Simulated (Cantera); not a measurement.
Gas mixture: CO2 : N2O = 0.99 : 0.5 (molar parts), at 105 Torr, frozen composition.

Cantera's kinetic-theory transport with the Lennard-Jones parameters of GRI-Mech 3.0, ideal gas; thermal conductivity in the mixture-averaged form. The composition is frozen, though it would react at the higher temperatures.

One state of this run: ρ (kg/m³) = 0.0741; cp (J/kg/K) = 1241; μ (µPa s) = 40.7; λ (mW/m/K) = 68.8; Pr = 0.734; D (cm²/s) CH3 = 10.6; D (cm²/s) C2H2 = 7.84; D (cm²/s) H2 = 37.0. D: mixture-averaged diffusion coefficient of that species in the mixture.

Problem. Which value of T (K) does it belong to?
A. 550
B. 400
C. 1000
D. 850

Solution. C, 1000
